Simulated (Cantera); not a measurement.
An isothermal, constant-pressure homogeneous reactor starts with 15.7 % CH₄, 79.9 % N₂, 4.39 % H₂O, at 1450 K and 0.440 bar.

Cantera simulation using GRI-Mech 3.0 (53 species, 325 reactions); the numbers are that mechanism's predictions, not measurements. GRI-Mech 3.0 stops at C3 and has no aromatics, soot or wall deposition, so with more carbon than oxygen in the feed, carbon stays in small species such as C2H2 where larger ones or solid carbon would form.

x: mole fraction; the columns are a selection and need not sum to one.

```json
[
 {"t (s)": "2.00e-6", "x CH₄": "0.157", "x C₂H₄": "<1e-12", "x C₂H": "<1e-12", "x CH₃": "3.21e-8", "x HCN": "<1e-12", "x C₂H₆": "<1e-12"},
 {"t (s)": "6.59e-6", "x CH₄": "0.157", "x C₂H₄": "<1e-12", "x C₂H": "<1e-12", "x CH₃": "1.23e-7", "x HCN": "<1e-12", "x C₂H₆": "<1e-12"},
 {"t (s)": "2.17e-5", "x CH₄": "0.157", "x C₂H₄": "1.08e-12", "x C₂H": "<1e-12", "x CH₃": "4.24e-7", "x HCN": "<1e-12", "x C₂H₆": "8.87e-12"},
 {"t (s)": "7.17e-5", "x CH₄": "0.157", "x C₂H₄": "5.38e-11", "x C₂H": "<1e-12", "x CH₃": "1.42e-6", "x HCN": "<1e-12", "x C₂H₆": "3.30e-10"},
 {"t (s)": "0.000236", "x CH₄": "0.157", "x C₂H₄": "2.15e-9", "x C₂H": "<1e-12", "x CH₃": "4.67e-6", "x HCN": "<1e-12", "x C₂H₆": "1.19e-8"},
 {"t (s)": "0.000779", "x CH₄": "0.157", "x C₂H₄": "…", "x C₂H": "<1e-12", "x CH₃": "…", "x HCN": "<1e-12", "x C₂H₆": "…"},
 {"t (s)": "0.00257", "x CH₄": "0.157", "x C₂H₄": "1.80e-6", "x C₂H": "<1e-12", "x CH₃": "3.48e-5", "x HCN": "<1e-12", "x C₂H₆": "8.12e-6"},
 {"t (s)": "0.00847", "x CH₄": "0.157", "x C₂H₄": "1.98e-5", "x C₂H": "<1e-12", "x CH₃": "5.42e-5", "x HCN": "<1e-12", "x C₂H₆": "5.53e-5"},
 {"t (s)": "0.0279", "x CH₄": "0.156", "x C₂H₄": "0.000178", "x C₂H": "<1e-12", "x CH₃": "8.47e-5", "x HCN": "<1e-12", "x C₂H₆": "0.000193"},
 {"t (s)": "0.0920", "x CH₄": "0.153", "x C₂H₄": "0.00108", "x C₂H": "2.20e-11", "x CH₃": "0.000108", "x HCN": "5.13e-12", "x C₂H₆": "0.000339"},
 {"t (s)": "0.303", "x CH₄": "0.142", "x C₂H₄": "…", "x C₂H": "2.00e-10", "x CH₃": "…", "x HCN": "4.92e-11", "x C₂H₆": "…"},
 {"t (s)": "1.00", "x CH₄": "0.119", "x C₂H₄": "0.00107", "x C₂H": "5.84e-10", "x CH₃": "6.63e-5", "x HCN": "2.87e-10", "x C₂H₆": "0.000116"}
]
```

Q: Fill in the missing entries.

A: 
- 0.000779, x C₂H₄: 7.50e-8
- 0.000779, x CH₃: 1.47e-5
- 0.000779, x C₂H₆: 3.90e-7
- 0.303, x C₂H₄: 0.00176
- 0.303, x CH₃: 9.14e-5
- 0.303, x C₂H₆: 0.000237
